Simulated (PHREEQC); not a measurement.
**Acid mine or pickling water**

Synthetic water in mg/kgw, 48 °C, pH 3.5, pe 10.3:

| constituent | mg/kgw |
|---|---|
| Na | 44.9 |
| K | 0.0572 |
| Ca | 37.3 |
| Mg | 34.2 |
| Cl | 31.6 |
| S(6) as SO4 | 311 |
| Pb | 0.628 |

Valence states are taken as typed.

Model: ion-association model, phreeqc.dat, run in PHREEQC.

This is a speciation only: nothing precipitates in the calculation.

**Question.** Estimate the ionic strength, specific conductance, charge-balance error.

**Answer.** ionic strength 0.0101 mol/kgw; specific conductance 1240 µS/cm; charge-balance error -2.4 %.

**Question.** In which forms is K present?

**Answer.** K+ 98 %, KSO4- 1.6 % of the K.

Away from 25 °C the constants follow the database's enthalpies or fits; those with neither stay at their 25 °C values.
